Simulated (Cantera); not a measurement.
Mixture: CO : H2 : O2 : N2 = 1 : 0.059 : 0.913 : 3.43 (molar parts), equivalence ratio 0.58, at 3750 Torr, adiabatic and at constant volume. Ignition delay is the time to a rise of 400 K.

Model: GRI-Mech 3.0 (53 species, 325 reactions), integrated in Cantera. The hydrogen kinetics of GRI-Mech 3.0 are dated; newer H2 mechanisms differ, most at raised pressure. Where the delays flatten at high temperature, the 400 K rule measures the pace of heat release, not the induction time.

### Question
What does this change do: constant pressure in place of constant volume?

### Answer
```json
[
 {"quantity": "delay at 975 K", "before": "10.2 ms", "after": "12.0 ms"},
 {"quantity": "delay at 1125 K", "before": "0.217 ms", "after": "0.244 ms"},
 {"quantity": "delay at 1275 K", "before": "35.5 µs", "after": "42.1 µs"},
 {"quantity": "delay at 1425 K", "before": "19.0 µs", "after": "23.3 µs"}
]
```

### Question
What does this change do: pressure from 3750 Torr to 18800 Torr?

### Answer
```json
[
 {"quantity": "delay at 975 K", "before": "10.2 ms", "after": "7.91 ms"},
 {"quantity": "delay at 1125 K", "before": "0.217 ms", "after": "0.352 ms"},
 {"quantity": "delay at 1275 K", "before": "35.5 µs", "after": "34.3 µs"},
 {"quantity": "delay at 1425 K", "before": "19.0 µs", "after": "7.24 µs"}
]
```
The pressure lies above the range GRI-Mech 3.0 was tuned for (to about 10 atm).

### Question
What does this change do: O2 0.913 to 0.42 parts?

### Answer
```csv
quantity,before,after
delay at 975 K,10.2 ms,10.0 ms
delay at 1125 K,0.217 ms,0.218 ms
delay at 1275 K,35.5 µs,40.9 µs
delay at 1425 K,19.0 µs,22.2 µs
```
